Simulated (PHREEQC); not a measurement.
A solution holds 0.046 mol NH4HCO3 per kg of water, at 25 °C. Closed to the air; pH follows from the charge balance.

Model: ion-association model, phreeqc.dat, run in PHREEQC.

Each row changes one thing in this solution. No solid was allowed to form.

| case | pH | ionic strength (mol/kgw) |
|---|---|---|
| as made | 7.77 | 0.0450 |
| diluted 10-fold with water | 7.77 | 0.00447 |
| diluted 5-fold with water | 7.77 | 0.00896 |
| NH4HCO3 from 0.046 to 0.0414 mol/kgw | 7.77 | 0.0405 |
| NH4HCO3 from 0.046 to 0.023 mol/kgw | 7.77 | 0.0225 |
| NH4HCO3 replaced by NH4HS at the same molality | ? | 0.0435 |
| NH4HCO3 replaced by NaHCO3 at the same molality | ? | 0.0455 |
| temperature from 25 to 45 °C | ? | 0.0439 |

Q: Fill in the missing entries.

A: 
- NH4HCO3 replaced by NH4HS at the same molality, pH: 8.10
- NH4HCO3 replaced by NaHCO3 at the same molality, pH: 8.11
- temperature from 25 to 45 °C, pH: 7.47

Carbamate, which ammonia and carbonate form, is missing from the database. At this temperature some constants are extrapolated from 25 °C, and those without enthalpy data are left unchanged.
